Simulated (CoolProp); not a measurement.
Model: reference Helmholtz-energy equation of state, Schroeder 2014, in CoolProp.

Question: Give the vapour pressure (MPa), liquid density (kg/m³), vapour density (kg/m³), liquid viscosity (µPa s) of saturated ethanol at 13.95 °C.

Answer: 
| T (°C) | p (MPa) | liquid density (kg/m³) | vapour density (kg/m³) | liquid viscosity (µPa s) |
|---|---|---|---|---|
| 13.95 | 0.00405 | 794 | 0.0785 | 1350 |

Viscosity comes from a separate model (Kiselev 2005).
